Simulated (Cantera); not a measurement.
Input (Python, Cantera) and output of one run.

```python
import numpy as np
import cantera as ct

gas_names = """
    Ca CaO CaOH CaO2H2 Ca2 H HO2 H2 H2O H2O2 O OH O2 O3
""".split()
cond_names = """
    Ca(a) Ca(b) Ca(L) CaO(s) CaO(L) CaO2H2(s) H2O(s) H2O(L)
""".split()


def load(file, names, dense=False):
    # The tables refer to 1 bar. Condensed volumes are neglected.
    table = {s.name: s for s in ct.Species.list_from_file(file)}
    out = []
    for n in names:
        d = dict(table[n].input_data)
        d["thermo"] = dict(d["thermo"], **{"reference-pressure": 1e5})
        if dense:
            d["equation-of-state"] = {"model": "constant-volume", "density": "1e6 g/cm^3"}
        out.append(ct.Species.from_dict(d))
    return out


gas = ct.Solution(thermo="ideal-gas", species=load("nasa_gas.yaml", gas_names))
cond = {s.name: ct.Solution(thermo="fixed-stoichiometry", species=[s], name=s.name)
        for s in load("nasa_condensed.yaml", cond_names, dense=True)}
atoms = {
    'Ca(OH)2': {'Ca': 1, 'O': 2, 'H': 2},
    'H2': {'H': 2},
}
top_T = {}  # K; cautious upper limits of use, not melting points


def equilibrate(T, P, feed):
    n = {}
    for name, mol in feed.items():
        for a, k in atoms[name].items():
            n[a] = n.get(a, 0.0) + k * mol
    gas.TPX = T, P, n
    mass = sum(n.values()) * gas.mean_molecular_weight
    gas.equilibrate("TP")
    valid = [c for c in cond.values() if c.min_temp <= T <= top_T.get(c.name, c.max_temp)]
    mix = ct.Mixture([(gas, mass / gas.mean_molecular_weight)] + [(c, 0.0) for c in valid])
    mix.T, mix.P = T, P
    mix.equilibrate("TP", solver="vcs", rtol=1e-11, max_steps=5000)
    return mix


results = []
feed = {'Ca(OH)2': 1, 'H2': 0.034}  # mol
T = 598  # K
P = 580000  # Pa
mix = equilibrate(T, P, feed)
results.append((T, P, feed, dict(zip(mix.species_names, mix.species_moles))))
print(gas.report(threshold=1e-05))
for i in range(1, mix.n_phases):
    print(f"{mix.phase(i).name:16s} {mix.phase_moles(i):12.5e} mol")
```

Result:

```
       temperature   598 K
          pressure   5.8e+05 Pa
           density   0.23721 kg/m^3
  mean mol. weight   2.0334 kg/kmol
   phase of matter   gas

                          1 kg             1 kmol
                     ---------------   ---------------
          enthalpy        4.1812e+06        8.5022e+06  J
   internal energy         1.736e+06        3.5301e+06  J
           entropy             67144        1.3653e+05  J/K
    Gibbs function       -3.5971e+07       -7.3145e+07  J
 heat capacity c_p             14390             29262  J/K
 heat capacity c_v             10302             20948  J/K

                      mass frac. Y      mole frac. X     chem. pot. / RT
                     ---------------   ---------------   ---------------
                H2           0.99034           0.99891           -14.643
               H2O         0.0096612         0.0010905           -77.212
     [  +12 minor]        8.2044e-18         1.655e-17

Ca(a)             0.00000e+00 mol
CaO(s)            3.71179e-05 mol
CaO2H2(s)         9.99963e-01 mol
H2O(L)            0.00000e+00 mol
```

Equilibrium computed with Cantera from the NASA thermochemical tables; the gas is ideal and each condensed phase is pure.
